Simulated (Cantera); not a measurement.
An isothermal, constant-pressure homogeneous reactor starts with CO : O2 : H2O : N2 = 0.0027 : 0.0058 : 0.00015 : 1 (molar parts), at 950 K and 9.87 atm. Integrator tolerance rtol = 1e-08.

Computed with Cantera and GRI-Mech 3.0 (53 species, 325 reactions).

**Question.** What does this change do: temperature 950 to 1425 K?

**Answer.** 
```
quantity                                            before                                      after
---------------  -----------------------------------------  -----------------------------------------
x(CO) at 200 s      0.00103 (gas-phase equilibrium <1e-12)    1.92e-8 (gas-phase equilibrium 1.94e-8)
x(O2) at 200 s     0.00493 (gas-phase equilibrium 0.00442)    0.00442 (gas-phase equilibrium 0.00435)
x(H2O) at 200 s  0.000149 (gas-phase equilibrium 0.000149)  0.000149 (gas-phase equilibrium 0.000149)
x(H) at 200 s      6.40e-12 (gas-phase equilibrium <1e-12)  4.70e-11 (gas-phase equilibrium 4.72e-11)
x(HO2) at 200 s   3.08e-8 (gas-phase equilibrium 1.52e-12)  4.18e-10 (gas-phase equilibrium 4.14e-10)
x(NO) at 200 s    3.91e-12 (gas-phase equilibrium 2.87e-6)   4.12e-6 (gas-phase equilibrium 0.000135)
x(O) at 200 s      2.32e-10 (gas-phase equilibrium <1e-12)    2.93e-8 (gas-phase equilibrium 2.91e-8)
```
